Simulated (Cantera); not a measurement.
An adiabatic, constant-pressure homogeneous reactor starts with CO : H2 : O2 : N2 = 1 : 0.28 : 0.78 : 4.53 (molar parts), equivalence ratio 0.82, at 1023 K and 101000 Pa. Integrator tolerance rtol = 1e-08.

Detailed kinetics in Cantera: GRI-Mech 3.0 (53 species, 325 reactions).

### Question
What does this change do: pressure from 101000 Pa to 53000 Pa?

### Answer
```
quantity                                                              before                                      after
---------------------------------  -----------------------------------------  -----------------------------------------
time of steepest temperature rise                                   0.402 ms                                   0.564 ms
temperature at 10.0 s                                                 2358 K                                     2336 K
equilibrium temperature                                               2358 K                                     2336 K
x(CO) at 10.0 s                        0.0153 (gas-phase equilibrium 0.0153)      0.0178 (gas-phase equilibrium 0.0178)
x(H2) at 10.0 s                    0.000768 (gas-phase equilibrium 0.000768)  0.000912 (gas-phase equilibrium 0.000912)
x(O2) at 10.0 s                        0.0269 (gas-phase equilibrium 0.0269)      0.0280 (gas-phase equilibrium 0.0280)
x(NO) at 10.0 s                      0.00618 (gas-phase equilibrium 0.00618)    0.00604 (gas-phase equilibrium 0.00604)
x(H) at 10.0 s                     0.000360 (gas-phase equilibrium 0.000360)  0.000486 (gas-phase equilibrium 0.000486)
```

### Question
What does this change do: pressure from 101000 Pa to 76000 Pa?

### Answer
| quantity | before | after |
|---|---|---|
| time of steepest temperature rise | 0.402 ms | 0.450 ms |
| temperature at 10.0 s | 2358 K | 2348 K |
| equilibrium temperature | 2358 K | 2348 K |
| x(CO) at 10.0 s | 0.0153 (gas-phase equilibrium 0.0153) | 0.0164 (gas-phase equilibrium 0.0164) |
| x(H2) at 10.0 s | 0.000768 (gas-phase equilibrium 0.000768) | 0.000830 (gas-phase equilibrium 0.000830) |
| x(O2) at 10.0 s | 0.0269 (gas-phase equilibrium 0.0269) | 0.0274 (gas-phase equilibrium 0.0274) |
| x(NO) at 10.0 s | 0.00618 (gas-phase equilibrium 0.00618) | 0.00612 (gas-phase equilibrium 0.00612) |
| x(H) at 10.0 s | 0.000360 (gas-phase equilibrium 0.000360) | 0.000412 (gas-phase equilibrium 0.000412) |
